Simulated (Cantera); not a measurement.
Charge: 1 mol Si(CH₃)₄, 0.07 mol CH₄, 3.9 mol H₂, held at 1175 K and 0.00510 bar.

Equilibrium computed with Cantera from the NASA thermochemical tables; the gas is ideal and each condensed phase is pure. Candidate condensed phases: C, C₆H₆, C₇H₈, C₈H₁₈, Si, SiC; 87 gas species. Kinetics and transport are ignored.

Base state: H₂ 1.000, CH₄ 9.76e-5 (mole fractions); condensed: C(graphite) + SiC(s).

Task: What changes in the equilibrium state with this change: Si(CH₃)₄ replaced by (CH₃)₂SiCl₂?

Result: 
```tsv
species	before	after
H₂	1.000	0.756
HCl	0	0.242
SiCl₄	0	0.00135
SiCl₂	0	0.000256
SiCl₃	0	0.000188
SiHCl₃	0	9.95e-5
CH₄	9.76e-5	5.58e-5
C(graphite), mol	3.07	1.08
SiC(s), mol	1.00	0.985
```
The feed counts by its element totals alone. The tables' values for SiCl₃ are old estimates; treat these amounts as uncertain.
